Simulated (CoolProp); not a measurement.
Properties of carbon monoxide along the isobar 16.2 MPa (Tc = 132.9 K, pc = 3.498 MPa, ω = 0.050).

The numbers come from the reference Helmholtz-energy equation of state, Lemmon 2006 in CoolProp. It is a short technical equation, of lower accuracy than the large ones.

```json
[
 {"T (K)": "109.9", "phase": "liquid", "Z": "0.6885", "cp (kJ/(kg K))": "2.031", "cv (kJ/(kg K))": "1.024", "Joule-Thomson coefficient (K/MPa)": "-0.2704"},
 {"T (K)": "140.6", "phase": "supercritical", "Z": "0.6592", "cp (kJ/(kg K))": "2.160", "cv (kJ/(kg K))": "0.9333", "Joule-Thomson coefficient (K/MPa)": "0.09111"},
 {"T (K)": "171.3", "phase": "supercritical", "Z": "0.7214", "cp (kJ/(kg K))": "2.196", "cv (kJ/(kg K))": "0.8765", "Joule-Thomson coefficient (K/MPa)": "0.8115"},
 {"T (K)": "202", "phase": "supercritical", "Z": "0.8328", "cp (kJ/(kg K))": "___", "cv (kJ/(kg K))": "0.8357", "Joule-Thomson coefficient (K/MPa)": "1.381"},
 {"T (K)": "232.7", "phase": "supercritical", "Z": "0.9215", "cp (kJ/(kg K))": "1.580", "cv (kJ/(kg K))": "0.8090", "Joule-Thomson coefficient (K/MPa)": "___"},
 {"T (K)": "263.5", "phase": "supercritical", "Z": "0.9786", "cp (kJ/(kg K))": "___", "cv (kJ/(kg K))": "0.7926", "Joule-Thomson coefficient (K/MPa)": "1.314"},
 {"T (K)": "294.2", "phase": "supercritical", "Z": "1.015", "cp (kJ/(kg K))": "1.312", "cv (kJ/(kg K))": "0.7827", "Joule-Thomson coefficient (K/MPa)": "1.117"},
 {"T (K)": "324.9", "phase": "supercritical", "Z": "1.037", "cp (kJ/(kg K))": "___", "cv (kJ/(kg K))": "0.7768", "Joule-Thomson coefficient (K/MPa)": "0.9199"},
 {"T (K)": "355.6", "phase": "supercritical", "Z": "1.052", "cp (kJ/(kg K))": "1.209", "cv (kJ/(kg K))": "0.7737", "Joule-Thomson coefficient (K/MPa)": "0.7378"},
 {"T (K)": "386.3", "phase": "supercritical", "Z": "1.062", "cp (kJ/(kg K))": "1.182", "cv (kJ/(kg K))": "0.7728", "Joule-Thomson coefficient (K/MPa)": "___"}
]
```

**Question.** Some entries are withheld; supply them.

**Answer.** 
- 202, cp (kJ/(kg K)): 1.873
- 232.7, Joule-Thomson coefficient (K/MPa): 1.456
- 263.5, cp (kJ/(kg K)): 1.411
- 324.9, cp (kJ/(kg K)): 1.250
- 386.3, Joule-Thomson coefficient (K/MPa): 0.5745
